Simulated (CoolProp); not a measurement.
Vapour-liquid equilibrium of CH2F2 (R32) (1) + R236EA (2) at 277.9 K; x and y are mole fractions of (1).

Values from CoolProp's multi-fluid Helmholtz-energy mixture model, Tillner-Roth 1997 and Rui 2013; pair parameters Bell 2016.

```csv
x,"bubble pressure, mixture model (bar)","bubble pressure, Raoult's law (bar)","y, mixture model","y, Raoult's law"
0.05,1.292,1.380,0.286,0.342
0.2,2.370,2.653,0.657,0.712
0.35,3.533,3.926,0.805,0.842
0.5,4.771,5.199,0.883,0.908
0.65,6.081,6.471,0.933,0.948
0.8,7.470,7.744,0.967,0.975
0.95,8.938,9.017,0.993,0.995
```

The largest gap from Raoult's law is -10.7 % in bubble pressure, at x = 0.2. No azeotrope shows between x = 0.05 and 0.95.

The pair parameters rest on a limited set of measurements; away from them the model extrapolates.
